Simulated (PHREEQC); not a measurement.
A made-up water analysis in mg/L, 25 °C, pH 6.44, pe 8.4: Na 0.737; K 0.979; Ca 0.535; Mg 1.1; Cl 2.69; S(6) as SO4 1.52; Alkalinity as HCO3 4.11; Pb 0.00881.

Valence states are taken as typed.

Model: ion-association model, phreeqc.dat, run in PHREEQC.

No solid was allowed to form.

**Question.** What charge-balance error does the model give?

**Answer.** charge-balance error -0.1 %.

**Question.** In which forms is C present?

**Answer.** HCO3- 55 %, CO2 44 % of the C.

Species that the database lacks are ignored.
